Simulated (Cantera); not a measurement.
# Silicon carbide growth: SiCl4 + C2H4 + H2 + CH4

A closed system holds: 1 mol SiCl4, 0.013 mol C2H4, 97 mol H2, a varied amount of CH4, at 1748.15 K and 1.30 mbar.

Method: chemical equilibrium by Gibbs-energy minimisation in Cantera with the NASA 1993 tables (ideal gas, pure condensed phases). Candidate condensed phases: C, C6H6, C7H8, C8H18, Si, SiC; 109 gas species. Mutual solubility and eutectic melting of coexisting phases are not modelled. The tables' values for SiCl are old estimates; treat these amounts as uncertain. Gases not in the tables: Si2H6 and higher silanes. Kinetics and transport are ignored.

From 0.051 mol CH4 to 0.36 mol CH4 the condensed part is Si(l) + SiC(s). From 0.58 mol CH4 to 0.95 mol CH4 the condensed part is SiC(s). From 1.6 mol CH4 to 2.5 mol CH4 the condensed part is C(graphite) + SiC(s). The main Si-bearing gas is SiCl2 throughout.

| n(CH4) (mol) | x H2 | x HCl | x H | x SiCl2 | x Si | x Cl | x SiCl | n Si(l) | n SiC(s) | n C(graphite) |
|---|---|---|---|---|---|---|---|---|---|---|
| 0.051 | 0.956 | 0.0325 | 0.00620 | 0.00368 | 0.00112 | 0.000163 | 0.000160 | 0.419 | 0.0761 | 0 |
| 0.082 | 0.956 | 0.0325 | 0.00620 | 0.00367 | 0.00112 | 0.000163 | 0.000160 | 0.388 | 0.107 | 0 |
| 0.13 | 0.956 | 0.0324 | 0.00620 | 0.00367 | 0.00112 | 0.000162 | 0.000160 | 0.340 | 0.155 | 0 |
| 0.22 | 0.956 | 0.0324 | 0.00620 | 0.00366 | 0.00112 | 0.000162 | 0.000159 | 0.251 | 0.245 | 0 |
| 0.36 | 0.956 | 0.0323 | 0.00621 | 0.00364 | 0.00112 | 0.000162 | 0.000159 | 0.111 | 0.385 | 0 |
| 0.58 | 0.956 | 0.0337 | 0.00620 | 0.00290 | 0.000824 | 0.000169 | 0.000122 | 0 | 0.605 | 0 |
| 0.95 | 0.954 | 0.0389 | 0.00620 | 0.000222 | 4.73e-5 | 0.000195 | 8.05e-6 | 0 | 0.972 | 0 |
| 1.6 | 0.955 | 0.0386 | 0.00620 | 9.81e-5 | 2.12e-5 | 0.000193 | 3.58e-6 | 0 | 0.987 | 0.616 |
| 2.5 | 0.955 | 0.0379 | 0.00620 | 9.47e-5 | 2.12e-5 | 0.000190 | 3.52e-6 | 0 | 0.987 | 1.52 |
x: gas mole fraction; n: condensed amount in mol.
